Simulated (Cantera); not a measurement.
A closed system holds: 1 mol Fe2O3, 9.1 mol CO, 2.8 mol N2, 2.1 mol CH4, at 0.000860 bar.

Cantera equilibrium calculation (NASA polynomials, part measured and part estimated; ideal gas, pure solids and liquids). Candidate condensed phases: C, C6H6, C7H8, C8H18, Fe, Fe(CO)5, FeO, Fe(OH)2, Fe(OH)3, Fe2O3, Fe3O4, H2O; 140 gas species. Rates play no part.

Question: At 1498 K, list the 6 most abundant gas species with their mole fractions, and the condensed phases.

Answer: CO 0.589, H2 0.207, N2 0.154, CO2 0.0259, H2O 0.0235, H 0.000267. Condensed: Fe(γ).
